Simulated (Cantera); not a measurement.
Ta(OEt)₅ + O₂ + H₂ (tantalum, niobium, vanadium and zirconium in process gases)

A closed system holds: 1 mol Ta(OEt)₅, 0.093 mol O₂, 22 mol H₂, equilibrated at 0.133 bar.

These are equilibrium values from Cantera (NASA tables, ideal gas, pure condensed phases), not measurements of a reactor. Candidate condensed phases: C, C₆H₆, C₇H₈, C₈H₁₈, H₂O, Ta, TaC, Ta₂O₅; 113 gas species. The feed counts by its element totals alone. TaC: taken at fixed stoichiometry. Condensed phases not in the tables: Ta₂C. Equilibrium is a limit: real reactors are often held back by kinetics, nucleation or transport.

From 1948 K to 2298 K the condensed part is C(graphite) + TaC(s).

| T (K) | x H₂ | x CO | x H | x C₂H₂ (acetylene) | x CH₄ | x CH₃ | x C₄H₂ | x C₂H | n C(graphite) | n TaC(s) |
|---|---|---|---|---|---|---|---|---|---|---|
| 1948 | 0.866 | 0.130 | 0.00288 | 0.000467 | 4.89e-5 | 3.24e-6 | 1.01e-7 | 2.42e-8 | 3.77 | 1.00 |
| 1998 | 0.865 | 0.130 | 0.00409 | 0.000656 | 4.25e-5 | 3.98e-6 | 2.00e-7 | 5.76e-8 | 3.76 | 1.00 |
| 2048 | 0.863 | 0.130 | 0.00570 | 0.000905 | 3.72e-5 | 4.83e-6 | 3.83e-7 | 1.31e-7 | 3.74 | 1.00 |
| 2098 | 0.861 | 0.130 | 0.00782 | 0.00123 | 3.27e-5 | 5.80e-6 | 7.10e-7 | 2.87e-7 | 3.71 | 1.00 |
| 2148 | 0.858 | 0.130 | 0.0106 | 0.00164 | 2.89e-5 | 6.90e-6 | 1.28e-6 | 6.05e-7 | 3.68 | 1.00 |
| 2198 | 0.854 | 0.130 | 0.0141 | 0.00216 | 2.57e-5 | 8.12e-6 | 2.23e-6 | 1.23e-6 | 3.64 | 1.00 |
| 2248 | 0.849 | 0.129 | 0.0185 | 0.00281 | 2.28e-5 | 9.47e-6 | 3.81e-6 | 2.42e-6 | 3.59 | 1.00 |
| 2298 | 0.843 | 0.129 | 0.0241 | 0.00361 | 2.04e-5 | 1.09e-5 | 6.32e-6 | 4.63e-6 | 3.52 | 1.00 |
x: gas mole fraction; n: condensed amount in mol.
